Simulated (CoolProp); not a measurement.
Vapour pressure (MPa) of propylene: the reference equation beside estimates from Tc = 364.2 K, pc = 4.555 MPa, ω = 0.146. Clausius-Clapeyron is anchored at 189 K with a constant enthalpy of vaporisation of 20.06 kJ/mol.

The numbers come from the reference Helmholtz-energy equation of state, Lemmon 2013 in CoolProp.

```csv
T (K),reference,Clausius-Clapeyron,Redlich-Kwong
179.9,0.006876,[?],0.008673
184.5,0.009671,0.009709,0.01231
189,0.01326,0.01326,[?]
193.6,0.01798,0.01795,0.02312
198.2,0.02400,0.02397,[?]
202.8,0.03155,0.03160,0.04068
207.4,0.04091,0.04114,0.05271
211.9,0.05209,0.05267,0.06699
216.5,0.06590,0.06708,0.08452
221.1,[?],0.08459,0.1054
225.7,0.1021,0.1057,0.1299
230.3,0.1252,0.1308,0.1585
```

Question: What belongs in the gaps?

Answer: 
- 179.9, Clausius-Clapeyron: 0.006949
- 189, Redlich-Kwong: 0.01697
- 198.2, Redlich-Kwong: 0.03092
- 221.1, reference: 0.08245

Absolute difference from the reference over all 12 rows, mean and median: Clausius-Clapeyron 1.3 and 0.8 %, Redlich-Kwong 27.9 and 28.1 %.
